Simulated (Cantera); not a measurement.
Input (Python, Cantera) and output of one run.

```python
import numpy as np
import cantera as ct

gas_names = """
    CL CL2 H HCL H2 N NH NH2 NH3 N2 N2H2 N2H4 Na NaCL NaH Na2 Na2CL2
""".split()
cond_names = """
    NH4CL(a) NH4CL(b) Na(cr) Na(L) NaCL(s) NaCL(L)
""".split()


# ... load() reads the species with a 1 bar reference pressure and builds the phases ...
atoms = {
    'NaCl': {'Na': 1, 'CL': 1},
    'H2': {'H': 2},
    'N2': {'N': 2},
}
top_T = {}  # K; cautious upper limits of use, not melting points


# ... equilibrate(T, P, feed) seeds the gas with the atoms and calls Mixture.equilibrate('TP', solver="vcs", rtol=1e-11, max_steps=5000) ...
results = []
feed = {'NaCl': 1, 'H2': 13, 'N2': 140}  # mol
T = 900  # K
P = 133.322  # Pa
mix = equilibrate(T, P, feed)
results.append((T, P, feed, dict(zip(mix.species_names, mix.species_moles))))
x = sorted(zip(gas.X, gas.species_names), reverse=True)
print(f"T = {T:g} K  P = {P:g} Pa  gas = {mix.phase_moles(0):.4g} mol")
print("   x: " + "  ".join(f"{s} {v:.3e}" for v, s in x if v > 0.0001))
print("   condensed (mol): " + ("  ".join(f"{mix.phase(i).name} {mix.phase_moles(i):.4g}"
      for i in range(1, mix.n_phases) if mix.phase_moles(i) > 1e-12) or "none"))
```

Output:

```
T = 900 K  P = 133.322 Pa  gas = 153.5 mol
   x: N2 9.120e-01  H2 8.469e-02  NaCL 2.519e-03  Na2CL2 7.668e-04
   condensed (mol): NaCL(s) 0.3772
```

These are equilibrium values from Cantera (NASA tables, ideal gas, pure condensed phases), not measurements of a reactor.
